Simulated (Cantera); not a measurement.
## Low-pressure radical oxidation in H2/O2

An isothermal, constant-pressure homogeneous reactor starts with 0.606 % H₂, 99.4 % O₂, equivalence ratio 0.0031, at 1100 K and 13.5 Torr.

Detailed kinetics in Cantera: the H2/O2 subset of GRI-Mech 3.0, which has no nitrogen chemistry. Radical loss at walls, strong at low pressure, is not modelled.

```tsv
t (s)	x H₂	x O₂	x HO₂	x O	x H₂O	x H	x OH
6.00e-5	0.00606	0.994	5.70e-11	2.33e-11	1.05e-12	3.44e-11	2.27e-11
0.000203	0.00606	0.994	1.93e-10	1.56e-10	2.47e-11	6.03e-11	1.42e-10
0.000687	0.00606	0.994	6.58e-10	9.49e-10	4.43e-10	1.37e-10	7.28e-10
0.00233	0.00606	0.994	2.32e-9	1.29e-8	1.20e-8	1.15e-9	8.30e-9
0.00787	0.00605	0.994	1.06e-7	1.07e-5	1.17e-5	8.98e-7	6.65e-6
0.0266	2.57e-5	0.989	1.23e-6	0.00436	0.00577	0.000183	0.000352
0.0901	9.37e-6	0.991	8.79e-7	0.00250	0.00591	7.21e-5	0.000244
0.305	2.72e-6	0.993	4.70e-7	0.000731	0.00600	1.15e-5	0.000132
1.03	4.11e-7	0.994	1.57e-7	0.000114	0.00605	7.07e-7	5.25e-5
3.49	4.89e-8	0.994	3.57e-8	1.40e-5	0.00607	3.06e-8	1.85e-5
11.8	6.57e-9	0.994	6.90e-9	1.94e-6	0.00608	1.58e-9	6.91e-6
40.0	1.15e-9	0.994	1.64e-9	3.46e-7	0.00608	1.20e-10	2.92e-6
```
x: mole fraction; the columns are a selection and need not sum to one.

Equilibrium at this temperature and pressure: H₂ 6.03e-11, O₂ 0.994, HO₂ 1.16e-9, O 1.87e-8, H₂O 0.00608, H 1.51e-12, OH 6.77e-7 (gas phase only).
